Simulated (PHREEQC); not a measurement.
**Acid mine or pickling water (model solution)**

A made-up water analysis in mg/L, 25 °C, pH 2.61, pe 8.1: Na 702; K 33.9; Ca 31.8; Mg 121; Cl 249; S(6) as SO4 2510; Cd 3.84; Zn 0.537.

Valence states are taken as typed.

Computed with PHREEQC (ion-association model, phreeqc.dat).

No solid was allowed to form.

Question: Predict the ionic strength, charge-balance error, density.

Answer: ionic strength 0.0680 mol/kgw; charge-balance error -12.1 %; density 1.000 g/cm³.

Question: In which forms is K present?

Answer: K+ 95 %, KSO4- 5.4 % of the K.
